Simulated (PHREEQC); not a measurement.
A solution holds 0.3 mol NaHF2 and 0.0001 mol ZnSO4 per kg of water, at 25 °C and 10 atm. Closed to the air; pH follows from the charge balance.

Equilibrium calculation in PHREEQC: ion-association model, phreeqc.dat.

Precipitation was switched off in this run.

Q: Predict the pH.

A: pH 2.95.

Q: In which forms is Na present?

A: Na+ 96 %, NaF 4.4 % of the Na.

Species that the database lacks are ignored.
